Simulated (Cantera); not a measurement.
Input: 1 mol Ta2O5, 590 mol H2, equilibrated at 140000 Pa.

Method: chemical equilibrium by Gibbs-energy minimisation in Cantera with the NASA 1993 tables (ideal gas, pure condensed phases). Candidate condensed phases: H2O, Ta, Ta2O5; 12 gas species. Mutual solubility and eutectic melting of coexisting phases are not modelled. Condensed phases not in the tables: N, O or C dissolved in the metal. The numbers say what is thermodynamically allowed, not how fast it happens.

x: gas mole fraction; n: condensed amount in mol.

```csv
T (K),x H2,x H,x H2O,x TaO2,x OH,n Ta2O5(s),n Ta(s),n Ta2O5(l)
823,1.00,6.20e-12,3.22e-9,<1e-12,<1e-12,1.00,0,0
923,1.00,2.07e-10,3.99e-8,<1e-12,<1e-12,1.000,0,0
1023,1.00,3.50e-9,2.97e-7,<1e-12,<1e-12,1.000,0,0
1123,1.000,3.60e-8,1.52e-6,<1e-12,<1e-12,1.000,0.000359,0
1223,1.000,2.54e-7,5.90e-6,<1e-12,<1e-12,0.999,0.00139,0
1323,1.000,1.34e-6,1.84e-5,<1e-12,<1e-12,0.998,0.00435,0
1423,1.000,5.61e-6,4.88e-5,<1e-12,?,0.994,0.0115,0
1523,1.000,1.95e-5,0.000113,1.22e-11,?,0.987,0.0266,0
1623,1.000,5.84e-5,0.000234,2.15e-10,?,0.972,0.0551,0
1723,0.999,0.000154,0.000443,2.69e-9,?,0.948,0.105,0
1823,0.999,0.000366,0.000779,2.53e-8,?,0.908,0.184,0
1923,0.998,0.000795,0.00129,1.86e-7,?,0.848,0.304,0
2023,0.996,0.00160,0.00201,1.12e-6,?,0.762,0.476,0
2123,0.994,0.00302,0.00289,5.14e-6,?,0,0.681,0.658
```

### Question
Fill in the missing entries.

### Answer

- 1423, x OH: 5.94e-12
- 1523, x OH: 6.79e-11
- 1623, x OH: 5.72e-10
- 1723, x OH: 3.74e-9
- 1823, x OH: 1.99e-8
- 1923, x OH: 8.83e-8
- 2023, x OH: 3.37e-7
- 2123, x OH: 1.08e-6
